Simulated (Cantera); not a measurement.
Input: 1 mol B2O3, 1.2 mol NH3, 0.25 mol H2, at 2123 K and 0.200 bar.

Cantera equilibrium calculation (NASA polynomials, part measured and part estimated; ideal gas, pure solids and liquids). Candidate condensed phases: B, BN, B2O3, B3O3H3, H2O; 39 gas species. Equilibrium is a limit: real reactors are often held back by kinetics, nucleation or transport.

### Question
What is the equilibrium state?

### Answer
| Item | Value |
|---|---|
| x(H2) | 0.473 |
| x(B2O3) | 0.174 |
| x(N2) | 0.163 |
| x(HBO2) | 0.0913 |
| x(HBO) | 0.0598 |
| x(B2O2) | 0.0173 |
| x(BO) | 0.00905 |
| x(H2O) | 0.00600 |
| x(H) | 0.00552 |
| gas amount | 3.677 mol |
| log10 activity of B(s) (absent) | -2.37 |
